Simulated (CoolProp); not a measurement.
A single-stage vapour-compression cycle with the fluid: evaporating at 306.15 K (dew point), condensing at 349.15 K (bubble point), superheat 5 K, subcooling 5 K, compressor efficiency 0.6, no pressure losses. The same conditions are run with several fluids, on thermodynamics alone (safety and materials aside).

Values from CoolProp's reference Helmholtz-energy equation of state of each fluid (cis-2-butene: Lemmon 2005; dimethyl ether: Wu 2011; c-C4F8 (RC318): Platzer 1990; ethanol: Schroeder 2014; R1224YDZ: Akasaka 2023; R142b: Lemmon 2006). The equations of Platzer and Polt are older, rougher fits.

### Question
Rank cis-2-butene, dimethyl ether, c-C4F8 (RC318), ethanol, R1224YDZ, R142b by cooling COP, highest first.

### Answer
ethanol (3.90), cis-2-butene (3.67), R1224YDZ (3.55), R142b (3.53), dimethyl ether (3.50), c-C4F8 (RC318) (2.99)

```tsv
fluid	pressure ratio	discharge temperature (K)	refrigerating effect (kJ/kg)	volumetric capacity (kJ/m³)
cis-2-butene	3.10	370.3	301	1940
dimethyl ether	2.78	377.3	297	4480
c-C4F8 (RC318)	3.07	349.1	59.5	2080
ethanol	7.46	437.5	818	181
R1224YDZ	3.43	359.2	119	1420
R142b	2.95	368.3	148	2750
```

The compression ends wet for: c-C4F8 (RC318).
